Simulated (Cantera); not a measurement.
An adiabatic, constant-volume homogeneous reactor starts with CH₄ : O₂ : N₂ = 1 : 1.11 : 4.18 (molar parts), at 1648 K and 0.390 bar. Integrator tolerance rtol = 1e-08.

Detailed kinetics in Cantera: GRI-Mech 3.0 (53 species, 325 reactions).

What does this change do: O2 1.11 to 1.6 parts?


```tsv
quantity	before	after
time of steepest temperature rise	0.767 ms	0.560 ms
temperature at 0.400 s	2814 K	2969 K
equilibrium temperature	2814 K	2969 K
x(CH₄) at 0.400 s	<1e-12 (gas-phase equilibrium 1.05e-12)	<1e-12 (gas-phase equilibrium <1e-12)
x(O₂) at 0.400 s	0.000839 (gas-phase equilibrium 0.000839)	0.0149 (gas-phase equilibrium 0.0149)
x(C₂H₄) at 0.400 s	<1e-12 (gas-phase equilibrium <1e-12)	<1e-12 (gas-phase equilibrium <1e-12)
x(C₂H₂) at 0.400 s	<1e-12 (gas-phase equilibrium <1e-12)	<1e-12 (gas-phase equilibrium <1e-12)
x(CH₃) at 0.400 s	4.28e-12 (gas-phase equilibrium 4.96e-12)	<1e-12 (gas-phase equilibrium <1e-12)
x(NO₂) at 0.400 s	7.48e-8 (gas-phase equilibrium 7.48e-8)	1.42e-6 (gas-phase equilibrium 1.42e-6)
```

What does this change do: initial temperature 1648 to 1050 K?


| quantity | before | after |
|---|---|---|
| time of steepest temperature rise | 0.767 ms | not reached |
| temperature at 0.400 s | 2814 K | 1051 K |
| equilibrium temperature | 2814 K | 2543 K |
| x(CH₄) at 0.400 s | <1e-12 (gas-phase equilibrium 1.05e-12) | 0.159 (gas-phase equilibrium 5.78e-12) |
| x(O₂) at 0.400 s | 0.000839 (gas-phase equilibrium 0.000839) | 0.176 (gas-phase equilibrium 6.50e-5) |
| x(C₂H₄) at 0.400 s | <1e-12 (gas-phase equilibrium <1e-12) | 9.37e-7 (gas-phase equilibrium <1e-12) |
| x(C₂H₂) at 0.400 s | <1e-12 (gas-phase equilibrium <1e-12) | 1.20e-10 (gas-phase equilibrium <1e-12) |
| x(CH₃) at 0.400 s | 4.28e-12 (gas-phase equilibrium 4.96e-12) | 2.34e-6 (gas-phase equilibrium 8.42e-12) |
| x(NO₂) at 0.400 s | 7.48e-8 (gas-phase equilibrium 7.48e-8) | <1e-12 (gas-phase equilibrium 5.83e-9) |
